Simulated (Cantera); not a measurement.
Charge: 1 mol Cr, 6.2 mol O2, 30 mol H2, at 1577 °C and 0.00133 bar.

Cantera equilibrium calculation (NASA polynomials, part measured and part estimated; ideal gas, pure solids and liquids). Candidate condensed phases: Cr, Cr2O3, H2O; 13 gas species. Equilibrium is a limit: real reactors are often held back by kinetics, nucleation or transport.

Base state: H2 0.627, H2O 0.361, H 0.0117, OH 0.000497, Cr 0.000230, CrO 7.44e-5, CrO2 1.63e-5 (mole fractions); condensed: Cr2O3(s).

Q: What changes in the equilibrium state with this change: temperature from 1577 °C to 777 °C?

A: 
```json
[
 {"species": "H2", "before": "0.627", "after": "0.637"},
 {"species": "H2O", "before": "0.361", "after": "0.363"},
 {"species": "H", "before": "0.0117", "after": "1.77e-7"},
 {"species": "Cr", "before": "0.000230", "after": "<1e-9"},
 {"species": "OH", "before": "0.000497", "after": "<1e-9"},
 {"species": "CrO", "before": "7.44e-5", "after": "<1e-9"},
 {"species": "CrO2", "before": "1.63e-5", "after": "<1e-9"},
 {"species": "Cr2O3(s), mol", "before": "0.495", "after": "0.500"}
]
```

Q: What changes in the equilibrium state with this change: temperature from 1577 °C to 600 °C?

A: 
| species | before | after |
|---|---|---|
| H2 | 0.627 | 0.637 |
| H2O | 0.361 | 0.363 |
| H | 0.0117 | 1.02e-9 |
| Cr | 0.000230 | <1e-9 |
| OH | 0.000497 | <1e-9 |
| CrO | 7.44e-5 | <1e-9 |
| CrO2 | 1.63e-5 | <1e-9 |
| Cr2O3(s), mol | 0.495 | 0.500 |
